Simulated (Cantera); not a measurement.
What does this Cantera script print?

```python
import numpy as np
import cantera as ct

gas_names = """
    C CN C2 CCN CNC C2N2 C3 C4 C4N2 C5 N N2 Si SiC SiC2 SiN Si2 Si2C Si2N Si3
""".split()
cond_names = """
    C(gr) Si(cr) Si(L) SiC(b) Si3N4(a)
""".split()


# ... load() reads the species with a 1 bar reference pressure and builds the phases ...
atoms = {
    'SiC': {'Si': 1, 'C': 1},
    'Si': {'Si': 1},
    'N2': {'N': 2},
}
top_T = {'C(gr)': 4500, 'SiC(b)': 3050, 'Si3N4(a)': 2400}  # K; cautious upper limits of use, not melting points


# ... equilibrate(T, P, feed) seeds the gas with the atoms and calls Mixture.equilibrate('TP', solver="vcs", rtol=1e-11, max_steps=5000) ...
results = []
feed = {'SiC': 1, 'Si': 0.0031, 'N2': 3.1}  # mol
T = 2475  # K
P = 1000  # Pa
mix = equilibrate(T, P, feed)
results.append((T, P, feed, dict(zip(mix.species_names, mix.species_moles))))
print(gas.report(threshold=1e-06))
for i in range(1, mix.n_phases):
    print(f"{mix.phase(i).name:16s} {mix.phase_moles(i):12.5e} mol")
```

Result:

```
       temperature   2475 K
          pressure   1000 Pa
           density   0.0014116 kg/m^3
  mean mol. weight   29.049 kg/kmol
   phase of matter   gas

                          1 kg             1 kmol
                     ---------------   ---------------
          enthalpy        4.5939e+06        1.3345e+08  J
   internal energy        3.8855e+06        1.1287e+08  J
           entropy             10373        3.0134e+05  J/K
    Gibbs function        -2.108e+07       -6.1236e+08  J
 heat capacity c_p            1250.2             36317  J/K
 heat capacity c_v            963.98             28003  J/K

                      mass frac. Y      mole frac. X     chem. pot. / RT
                     ---------------   ---------------   ---------------
                 C        4.8629e-06        1.1761e-05           -3.2397
                CN        0.00070026        0.00078185           -19.449
                C2        2.5444e-06        3.0769e-06           -6.4794
              C2N2        0.00010467         5.843e-05           -38.898
                C3        4.1618e-05        3.3551e-05           -9.7191
                 N        1.0437e-06        2.1645e-06           -16.209
                N2           0.84428           0.87547           -32.419
                Si          0.085781          0.088726           -8.5401
               SiC         4.932e-05        3.5732e-05            -11.78
              SiC2          0.038384          0.021399           -15.019
               SiN         0.0012586         0.0008686           -24.749
               Si2        0.00099604        0.00051512            -17.08
              Si2C          0.027913          0.011893            -20.32
              Si2N        0.00042721        0.00017684           -33.289
               Si3        5.8846e-05        2.0289e-05            -25.62
     [   +5 minor]        9.2124e-07        4.9487e-07

C(gr)             2.81680e-01 mol
Si(L)             0.00000e+00 mol
SiC(b)            5.21150e-01 mol
```

Cantera equilibrium calculation (NASA polynomials, part measured and part estimated; ideal gas, pure solids and liquids). The tables' values for SiN are old estimates; treat these amounts as uncertain.
